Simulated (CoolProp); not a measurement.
Vapour pressure (kPa) of nitrous oxide: the reference equation beside estimates from Tc = 36.4 °C, pc = 7245 kPa, ω = 0.161. Clausius-Clapeyron is anchored at -45.55 °C with a constant enthalpy of vaporisation of 14.06 kJ/mol.

Model: reference Helmholtz-energy equation of state, Lemmon 2006, in CoolProp. It is a short technical equation, of lower accuracy than the large ones.

```csv
T (°C),reference,Clausius-Clapeyron,Redlich-Kwong
-45.55,767.2,767.2,947.1
-35.25,1107,1058,1331
-24.95,1546,1422,1812
-14.65,2101,1865,2401
-4.35,2788,2396,3108
5.95,3626,3022,3943
16.25,4636,3750,4916
26.55,5849,4584,6035
```

Absolute difference from the reference over all 8 rows, mean and median: Clausius-Clapeyron 11.9 and 12.6 %, Redlich-Kwong 13.1 and 12.9 %.
